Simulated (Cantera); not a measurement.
A perfectly stirred reactor is fed with 10.4 % CH₄, 18.8 % O₂, 70.8 % N₂, equivalence ratio 1.1, at 36000 Pa; it is adiabatic with a 325 K inlet, and is followed from long to short residence time, starting on the burning branch (τ in s: 0.26, 0.1, 0.042, 0.017, 0.007, 0.0028, 0.0012, 0.00047, 0.00019, 7.8e-05, 3.2e-05, 1.3e-05).

Model: GRI-Mech 3.0 (53 species, 325 reactions), integrated in Cantera.

One state of this run: T (K) = 2024; x CH₄ = 4.51e-5; x O₂ = 0.00833; x C₂H₆ = 2.38e-10; x NO₂ = 7.32e-9; x CO = 0.0349. x: mole fraction; the columns are a selection and need not sum to one.

**Question.** Which value of τ (s) does it belong to?
(A) 0.042
(B) 0.0070
(C) 0.00019
(D) 0.26

**Answer.** B, 0.0070
